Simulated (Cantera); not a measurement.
Cantera run:

```python
import numpy as np
import cantera as ct

gas_names = """
    Ca CaF CaF2 CaO Ca2 F FO FO2 F2 F2O N NF NF2 NF3 NO NO2 NO3 N2 N2O O O2 O3
""".split()
cond_names = """
    Ca(a) Ca(b) Ca(L) CaF2(a) CaF2(b) CaF2(L) CaO(s) CaO(L)
""".split()


# ... load() reads the species with a 1 bar reference pressure and builds the phases ...
atoms = {
    'CaO': {'Ca': 1, 'O': 1},
    'NF3': {'N': 1, 'F': 3},
    'O2': {'O': 2},
}
top_T = {}  # K; cautious upper limits of use, not melting points


# ... equilibrate(T, P, feed) seeds the gas with the atoms and calls Mixture.equilibrate('TP', solver="vcs", rtol=1e-11, max_steps=5000) ...
results = []
feed = {'CaO': 1, 'NF3': 18, 'O2': 10}  # mol
T = 1300  # K
P = 34  # Pa
mix = equilibrate(T, P, feed)
results.append((T, P, feed, dict(zip(mix.species_names, mix.species_moles))))
x = sorted(zip(gas.X, gas.species_names), reverse=True)
print(f"T = {T:g} K  P = {P:g} Pa  gas = {mix.phase_moles(0):.4g} mol")
print("   x: " + "  ".join(f"{s} {v:.3e}" for v, s in x if v > 1e-06))
print("   condensed (mol): " + ("  ".join(f"{mix.phase(i).name} {mix.phase_moles(i):.4g}"
      for i in range(1, mix.n_phases) if mix.phase_moles(i) > 1e-12) or "none"))
```

Result:

```
T = 1300 K  P = 34 Pa  gas = 71.49 mol
   x: F 7.270e-01  O2 1.468e-01  N2 1.258e-01  F2 1.888e-04  NO 1.323e-04  CaF2 4.239e-05  O 3.676e-06  FO 1.098e-06
   condensed (mol): CaF2(a) 0.997
```

These are equilibrium values from Cantera (NASA tables, ideal gas, pure condensed phases), not measurements of a reactor.
